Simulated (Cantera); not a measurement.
A perfectly stirred reactor is fed with NO : N2 = 1 : 1.8 (molar parts), at 100000 Pa; it is held at 2025 K, and followed from long to short residence time.

Model: GRI-Mech 3.0 (53 species, 325 reactions), integrated in Cantera.

| quantity | before | after |
|---|---|---|
| x(NO) at τ = 8.90 s | 0.0434 | 0.0537 |
| x(O) at τ = 8.90 s | 0.000323 | 0.000429 |
| x(NO2) at τ = 8.90 s | 6.20e-5 | 5.60e-5 |
| x(N2O) at τ = 8.90 s | 1.21e-6 | 1.48e-6 |
| x(O2) at τ = 8.90 s | 0.157 | 0.151 |
| x(NO) at τ = 0.290 s | 0.258 | 0.288 |
| x(O) at τ = 0.290 s | 0.000191 | 0.000222 |
| x(NO2) at τ = 0.290 s | 0.000214 | 0.000150 |
| x(N2O) at τ = 0.290 s | 3.08e-5 | 3.71e-5 |
| x(O2) at τ = 0.290 s | 0.0493 | 0.0345 |

Task: What was changed between the two runs?
A) temperature 2025 to 1900 K
B) pressure from 100000 Pa to 2700 Pa
C) pressure from 100000 Pa to 55000 Pa
D) temperature 2025 to 1600 K

Result: C, pressure from 100000 Pa to 55000 Pa
